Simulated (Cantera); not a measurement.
A perfectly stirred reactor is fed with CH4 : C2H6 : O2 : N2 : H2O = 1 : 0.063 : 1.48 : 5.57 : 0.24 (molar parts), equivalence ratio 1.5, at 500000 Pa; it is adiabatic with a 675 K inlet, and is followed from long to short residence time, starting on the burning branch (τ in s: 0.021, 0.0086, 0.0035, 0.0014, 0.00057, 0.00023, 9.3e-05, 3.8e-05, 1.5e-05, 6.2e-06).

Model: GRI-Mech 3.0 (53 species, 325 reactions), integrated in Cantera.

x: mole fraction; the columns are a selection and need not sum to one.

| τ (s) | T (K) | x CH4 | x C2H6 | x O2 | x C2H2 | x CO2 | x CH2 |
|---|---|---|---|---|---|---|---|
| 0.021 | 2141 | 0.000669 | 2.28e-7 | 0.000147 | ? | 0.0398 | 9.69e-7 |
| 0.0086 | 2141 | 0.00123 | 6.99e-7 | 0.000335 | ? | 0.0401 | 2.09e-6 |
| 0.0035 | 2141 | 0.00201 | 2.01e-6 | 0.000746 | ? | 0.0403 | 4.27e-6 |
| 0.0014 | 2135 | 0.00302 | 5.50e-6 | 0.00164 | ? | 0.0403 | 8.33e-6 |
| 0.00057 | 2119 | 0.00429 | 1.45e-5 | 0.00351 | ? | 0.0394 | 1.49e-5 |
| 0.00023 | 2076 | 0.00646 | 4.47e-5 | 0.00795 | ? | 0.0365 | 2.33e-5 |
| 9.3e-5 | 675 | 0.120 | 0.00754 | 0.177 | <1e-12 | <1e-12 | <1e-12 |
| 3.8e-5 | 675 | 0.120 | 0.00754 | 0.177 | <1e-12 | <1e-12 | <1e-12 |
| 1.5e-5 | 675 | 0.120 | 0.00754 | 0.177 | <1e-12 | <1e-12 | <1e-12 |
| 6.2e-6 | 675 | 0.120 | 0.00754 | 0.177 | <1e-12 | <1e-12 | <1e-12 |

**Question.** Some entries are withheld; supply them.

**Answer.** 
- 0.021, x C2H2: 0.000134
- 0.0086, x C2H2: 0.000392
- 0.0035, x C2H2: 0.000896
- 0.0014, x C2H2: 0.00162
- 0.00057, x C2H2: 0.00239
- 0.00023, x C2H2: 0.00314
